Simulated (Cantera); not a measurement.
A closed system holds: 1 mol C₃H₈, 1.4 mol O₂, 8.8 mol H₂, 0.00069 mol CO₂, equilibrated at 85.0 mbar.

These are equilibrium values from Cantera (NASA tables, ideal gas, pure condensed phases), not measurements of a reactor. Candidate condensed phases: C, C₆H₆, C₇H₈, C₈H₁₈, H₂O; 110 gas species. Kinetics and transport are ignored.

Q: Which condensed phases are stable at each of these points (T (K)): 1525, 1625, 1725, 1825, 1925, 2025, 2125, 2225, 2325, 2425, 2525?

A: 
| T (K) | condensed phases | C condensed (%) |
|---|---|---|
| 1525 | C(graphite) | 6.6 |
| 1625 | C(graphite) | 6.6 |
| 1725 | C(graphite) | 6.5 |
| 1825 | C(graphite) | 6.4 |
| 1925 | C(graphite) | 6.2 |
| 2025 | C(graphite) | 5.9 |
| 2125 | C(graphite) | 5.2 |
| 2225 | C(graphite) | 4.2 |
| 2325 | C(graphite) | 2.5 |
| 2425 | C(graphite) | 0.2 |
| 2525 | gas only | 0.0 |

From 1525 K to 2425 K the condensed part is C(graphite). At 2525 K nothing is condensed.
